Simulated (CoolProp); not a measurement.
Properties of tetrahydrofuran along the isobar 4.91 bar.

The numbers come from the reference Helmholtz-energy equation of state, Fiedler 2023 in CoolProp.

```csv
T (°C),phase,density (kg/m³),speed of sound (m/s),fugacity coefficient
28.85,liquid,878.1,1261,0.05232
50.15,liquid,854.3,1160,0.1196
71.45,liquid,829.8,(withheld),0.2411
92.85,liquid,(withheld),(withheld),0.4400
114.15,liquid,777.3,872.4,0.7362
135.45,gas,11.35,209.7,(withheld)
156.85,gas,10.64,217.2,0.9356
178.15,gas,(withheld),224.2,0.9446
199.45,gas,9.487,230.9,0.9521
```

Task: Complete the blanks.

Result: 
- 71.45, speed of sound (m/s): 1062
- 92.85, density (kg/m³): 804.1
- 92.85, speed of sound (m/s): 966.3
- 135.45, fugacity coefficient: 0.9246
- 178.15, density (kg/m³): 10.02
